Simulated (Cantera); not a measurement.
An isothermal, constant-pressure homogeneous reactor starts with H2 : O2 : N2 = 0.004 : 1 : 0.44 (molar parts), at 1225 K and 0.00890 bar.

Cantera simulation using the H2/O2 subset of GRI-Mech 3.0, which has no nitrogen chemistry; the numbers are that mechanism's predictions, not measurements. Radical loss at walls, strong at low pressure, is not modelled.

x: mole fraction; the columns are a selection and need not sum to one.

| t (s) | x H2 | x O2 | x H2O2 | x H | x HO2 |
|---|---|---|---|---|---|
| 0.000400 | 0.00277 | 0.693 | <1e-12 | 1.77e-10 | 7.48e-10 |
| 0.000768 | 0.00277 | 0.693 | <1e-12 | 2.23e-10 | 1.44e-9 |
| 0.00147 | 0.00277 | 0.693 | <1e-12 | 3.30e-10 | 2.76e-9 |
| 0.00283 | 0.00277 | 0.693 | 1.31e-12 | 6.38e-10 | 5.30e-9 |
| 0.00543 | 0.00277 | 0.693 | 4.57e-12 | (withheld) | 1.02e-8 |
| 0.0104 | 0.00277 | 0.693 | 1.54e-11 | (withheld) | 2.00e-8 |
| 0.0200 | 0.00275 | 0.692 | 6.53e-11 | (withheld) | 6.32e-8 |
| 0.0384 | 0.000412 | 0.690 | 1.45e-8 | (withheld) | 3.24e-7 |
| 0.0737 | 5.46e-6 | 0.690 | 3.26e-9 | (withheld) | 1.70e-7 |
| 0.141 | 4.62e-6 | 0.690 | 3.13e-9 | 4.46e-5 | 1.64e-7 |
| 0.271 | 4.26e-6 | 0.690 | 3.09e-9 | (withheld) | 1.58e-7 |
| 0.521 | 3.68e-6 | 0.690 | 3.00e-9 | (withheld) | 1.46e-7 |
| 1.00 | 2.86e-6 | 0.691 | 2.83e-9 | (withheld) | 1.28e-7 |

Task: Complete the blanks.

Result: 
- 0.00543, x H: 1.99e-9
- 0.0104, x H: 1.55e-8
- 0.0200, x H: 7.57e-7
- 0.0384, x H: 9.19e-5
- 0.0737, x H: 4.84e-5
- 0.271, x H: 3.95e-5
- 0.521, x H: 3.16e-5
- 1.00, x H: 2.14e-5
